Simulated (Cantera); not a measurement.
Input (Python, Cantera) and output of one run.

```python
import numpy as np
import cantera as ct

gas_names = """
    H H2 H2S S SH S2 S8
""".split()
cond_names = """
    S(cr1) S(cr2) S(L)
""".split()


# ... load() reads the species with a 1 bar reference pressure and builds the phases ...
atoms = {
    'H2S': {'H': 2, 'S': 1},
    'H2': {'H': 2},
}
top_T = {}  # K; cautious upper limits of use, not melting points


# ... equilibrate(T, P, feed) seeds the gas with the atoms and calls Mixture.equilibrate('TP', solver="vcs", rtol=1e-11, max_steps=5000) ...
results = []
feed = {'H2S': 1, 'H2': 3.7}  # mol
T = 748  # K
P = 1000  # Pa
mix = equilibrate(T, P, feed)
results.append((T, P, feed, dict(zip(mix.species_names, mix.species_moles))))
print(gas.report(threshold=0.0001))
for i in range(1, mix.n_phases):
    print(f"{mix.phase(i).name:16s} {mix.phase_moles(i):12.5e} mol")
```

It prints:

```
       temperature   748 K
          pressure   1000 Pa
           density   0.001421 kg/m^3
  mean mol. weight   8.8373 kg/kmol
   phase of matter   gas

                          1 kg             1 kmol
                     ---------------   ---------------
          enthalpy        1.0871e+06        9.6066e+06  J
   internal energy         3.833e+05        3.3873e+06  J
           entropy             24633        2.1768e+05  J/K
    Gibbs function       -1.7338e+07       -1.5322e+08  J
 heat capacity c_p            3625.4             32038  J/K
 heat capacity c_v            2684.5             23724  J/K

                      mass frac. Y      mole frac. X     chem. pot. / RT
                     ---------------   ---------------   ---------------
                H2           0.17959           0.78723            -21.68
               H2S           0.82041           0.21277           -35.578
     [   +5 minor]        2.1317e-06        3.0288e-07

S(L)              0.00000e+00 mol
```

Cantera equilibrium calculation (NASA polynomials, part measured and part estimated; ideal gas, pure solids and liquids).
